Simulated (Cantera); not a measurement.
Feed: 1 mol CH₃SiH₃, 0.5 mol HCl, 1.4 mol H₂, equilibrated at 1.13 Torr.

Cantera equilibrium calculation (NASA polynomials, part measured and part estimated; ideal gas, pure solids and liquids). Candidate condensed phases: C, C₆H₆, C₇H₈, C₈H₁₈, Si, SiC; 109 gas species. The feed counts by its element totals alone. Gases not in the tables: Si₂H₆ and higher silanes. Kinetics and transport are ignored.

Task: What share of the Si ends up in condensed phases as a function of T (K), at 1598, 1648, 1698, 1748, 1798, 1848, 1898, 1948, 1998, 2048, 2098?

Result: 
| T (K) | Si condensed (%) | as |
|---|---|---|
| 1598 | 99.8 | SiC(s) |
| 1648 | 99.8 | SiC(s) |
| 1698 | 99.7 | SiC(s) |
| 1748 | 99.6 | SiC(s) |
| 1798 | 99.6 | SiC(s) |
| 1848 | 99.5 | SiC(s) |
| 1898 | 99.3 | SiC(s) |
| 1948 | 99.0 | SiC(s) |
| 1998 | 98.4 | SiC(s) |
| 2048 | 97.2 | SiC(s) |
| 2098 | 94.9 | SiC(s) |
